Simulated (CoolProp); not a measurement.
R1336mzz(Z) along the isobar 19.5 bar: fugacity coefficient from the reference equation and from simpler models built on Tc = 444.5 K, pc = 29.04 bar, ω = 0.386; each cubic takes its own stable root.

Model: reference Helmholtz-energy equation of state, McLinden 2020, in CoolProp.

```
T (K)   phase  reference
-----  ------  ---------
344.2  liquid     0.1666
360.1  liquid     0.2435
376    liquid     0.3396
392    liquid     0.4553
407.9  liquid     0.5868
423.8     gas     0.7202
439.8     gas     0.7587
455.7     gas     0.7894
471.6     gas     0.8150
487.6     gas     0.8370
```

How far does each simpler model (van der Waals, Soave-Redlich-Kwong, Peng-Robinson) lie from the reference over these 10 states: mean and median of the absolute difference, and the worst?


- van der Waals: mean 44.6 %, median 17.9 %, worst +162.1 % at 344.2 K and 19.5 bar
- Soave-Redlich-Kwong: mean 2.6 %, median 2.8 %, worst +4.2 % at 376 K and 19.5 bar
- Peng-Robinson: mean 1.1 %, median 1.2 %, worst -1.3 % at 471.6 K and 19.5 bar

At some of these states van der Waals gives the other phase, because its saturation line lies elsewhere.
